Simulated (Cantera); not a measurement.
Chlorosilane synthesis and conversion: Si + HCl + H₂

Input: 1 mol Si, 2.6 mol HCl, 2.4 mol H₂, equilibrated at 1625 K and 10000 Pa.

These are equilibrium values from Cantera (NASA tables, ideal gas, pure condensed phases), not measurements of a reactor. Candidate condensed phases: Si; 19 gas species. The tables' values for SiCl₃, SiCl are old estimates; treat these amounts as uncertain. Rates play no part.

The x(H₂) is 0.661 and the x(HCl) is 0.170. The x(SiCl₂) comes out as 0.153. The x(SiCl₃) is 0.0120, the x(SiCl₄) comes out as 0.00219 and the x(SiHCl₃) comes out as 0.00133. The x(H) comes out as 0.000181 and the x(SiH₂Cl₂) is 0.000136. The x(Cl) is 3.67e-5 and the n(Si(s)) is 0.165 mol. The gas amount is 4.953 mol.
